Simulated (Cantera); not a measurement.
Input: 1 mol Ta(OEt)5, 0.59 mol H2O, 100 mol H2, equilibrated at 14.0 Pa.

These are equilibrium values from Cantera (NASA tables, ideal gas, pure condensed phases), not measurements of a reactor. Candidate condensed phases: C, C6H6, C7H8, C8H18, H2O, Ta, TaC, Ta2O5; 113 gas species. The feed counts by its element totals alone. TaC: taken at fixed stoichiometry. Condensed phases not in the tables: Ta2C. Equilibrium is a limit: real reactors are often held back by kinetics, nucleation or transport.

Over these rows the condensed part is C(graphite) + TaC(s). Partial pressures as log10 of bar:

```csv
T (K),1000/T (1/K),log p C2H2 (acetylene),log p H2,log p CO,log p H
1598,0.6258,-8.45,-3.88,-5.18,-6.21
1698,0.5889,?,-3.88,-5.18,-5.78
1798,0.5562,-7.65,-3.89,-5.19,-5.40
1898,0.5269,-7.33,-3.90,-5.19,-5.06
1998,0.5005,-7.05,-3.93,-5.21,-4.76
2098,0.4766,-6.83,-3.99,-5.23,-4.51
```

Question: Fit log p(C2H2 (acetylene)) = a + b·(1000/T) to the five rows, give the apparent enthalpy, and predict the row at 1698 K.

Answer: Means: 1000/T = 0.5372, log p = -7.462. Sxy = -0.145888, Sxx = 0.0133363, so b = -10.94 and a = -7.462 − (-10.94)×0.5372 = -1.59.
Apparent enthalpy: −19.145 × (-10.94) = 209 kJ/mol. With the condensed phases at unit activity, 2 C(graphite) + H2(g) = C2H2 (acetylene)(g) links this pressure to the main gases: over the six rows their terms move log p by -0.11 in all, so the slope isn't that reaction's ΔH° alone. The five rows lie within 0.03 of the line.
Prediction at 1698 K: -1.59 + (-10.94)×0.5889 = -8.03. The computed value is -8.02, 0.01 from the line.
